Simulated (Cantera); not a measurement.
## Adiabatic ignition

An adiabatic, constant-volume homogeneous reactor starts with 6.76 % CH4, 19.6 % O2, 73.6 % N2, equivalence ratio 0.69, at 1700 K and 500000 Pa.

Model: GRI-Mech 3.0 (53 species, 325 reactions), integrated in Cantera.

```csv
t (s),T (K),P (bar),x CH4,x O2,x C2H4,x C2H6,x CO,x CH3
4.00e-6,1700,5.00,0.0675,0.196,5.09e-8,2.24e-7,9.51e-8,4.74e-5
8.23e-6,1700,5.00,0.0674,0.196,6.92e-7,2.78e-6,1.17e-6,0.000122
1.69e-5,1701,5.00,0.0669,0.196,1.15e-5,4.08e-5,2.17e-5,0.000345
3.48e-5,1720,5.06,0.0626,0.193,0.000261,0.000536,0.000746,0.00101
7.16e-5,2967,8.95,<1e-12,0.0614,<1e-12,<1e-12,0.0188,<1e-12
0.000147,2955,8.91,<1e-12,0.0577,<1e-12,<1e-12,0.0187,<1e-12
0.000303,2945,8.87,<1e-12,0.0544,<1e-12,<1e-12,0.0185,<1e-12
0.000624,2941,8.86,<1e-12,0.0533,<1e-12,<1e-12,0.0185,<1e-12
0.00128,2941,8.86,<1e-12,0.0532,<1e-12,<1e-12,0.0185,<1e-12
0.00264,2941,8.86,<1e-12,0.0532,<1e-12,<1e-12,0.0185,<1e-12
0.00543,2941,8.86,<1e-12,0.0532,<1e-12,<1e-12,0.0185,<1e-12
0.0112,2941,8.86,<1e-12,0.0532,<1e-12,<1e-12,0.0185,<1e-12
0.0230,2941,8.86,<1e-12,0.0532,<1e-12,<1e-12,0.0185,<1e-12
0.0473,2941,8.86,<1e-12,0.0532,<1e-12,<1e-12,0.0185,<1e-12
0.0972,2941,8.86,<1e-12,0.0532,<1e-12,<1e-12,0.0185,<1e-12
0.200,2941,8.86,<1e-12,0.0532,<1e-12,<1e-12,0.0185,<1e-12
```
x: mole fraction; the columns are a selection and need not sum to one.

| Item | Value |
|---|---|
| time of steepest temperature rise | 50.9 µs |
| temperature at 0.200 s | 2941 K |
| equilibrium temperature | 2941 K |
| x(CH4) at 0.200 s | <1e-12 (gas-phase equilibrium <1e-12) |
| x(O2) at 0.200 s | 0.0532 (gas-phase equilibrium 0.0532) |
| x(C2H4) at 0.200 s | <1e-12 (gas-phase equilibrium <1e-12) |
